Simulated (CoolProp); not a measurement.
A single-stage vapour-compression cycle with the fluid: evaporating at 303.15 K (dew point), condensing at 330.15 K (bubble point), superheat 5 K, subcooling 5 K, compressor efficiency 0.75, no pressure losses. The same conditions are run with several fluids, on thermodynamics alone (safety and materials aside).

Model: reference Helmholtz-energy equation of state of each fluid (R227EA: Lemmon 2016; R404A: Lemmon 2003; CH2F2 (R32): Tillner-Roth 1997; cis-2-butene: Lemmon 2005; tetrahydrofuran: Fiedler 2023; R236FA: Pan 2012), in CoolProp. Blends and air are pseudo-pure fits.

```tsv
fluid	cooling COP	pressure ratio	discharge temperature (K)	refrigerating effect (kJ/kg)	volumetric capacity (kJ/m³)
R227EA	7.12	2.07	331.4	86.1	3520
R404A	6.34	1.91	341.9	104	7500
CH2F2 (R32)	6.69	1.91	358.3	223	11600
cis-2-butene	7.82	2.14	341.6	344	2030
tetrahydrofuran	8.05	2.80	351.7	408	311
R236FA	7.51	2.20	333.2	119	2500
```
